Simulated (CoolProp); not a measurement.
A single-stage vapour-compression cycle with the fluid: evaporating at 279.15 K (dew point), condensing at 303.15 K (bubble point), superheat 5 K, subcooling 2 K, compressor efficiency 0.85, no pressure losses. The same conditions are run with several fluids, on thermodynamics alone (safety and materials aside).

Values from CoolProp's reference Helmholtz-energy equation of state of each fluid (R143a: Lemmon and Jacobsen 2000; R125: Lemmon 2005; carbonyl sulfide: Lemmon 2006; hydrogen chloride: Thol 2018; R236EA: Rui 2013; R365MFC: Lemmon 2016).

```csv
fluid,cooling COP,pressure ratio,discharge temperature (K),refrigerating effect (kJ/kg),volumetric capacity (kJ/m³)
R143a,…,1.93,313.8,152,…
R125,8.17,…,…,103,…
carbonyl sulfide,8.79,1.87,…,239,5290
hydrogen chloride,7.46,1.75,335.3,256,16100
R236EA,…,2.43,305.8,142,960
R365MFC,9.17,2.80,305.3,179,…
```

Question: What belongs in the gaps?

Answer: 
- R143a, cooling COP: 8.41
- R143a, volumetric capacity (kJ/m³): 4840
- R125, pressure ratio: 1.94
- R125, discharge temperature (K): 310.7
- R125, volumetric capacity (kJ/m³): 5080
- carbonyl sulfide, discharge temperature (K): 330.3
- R236EA, cooling COP: 9.02
- R365MFC, volumetric capacity (kJ/m³): 281
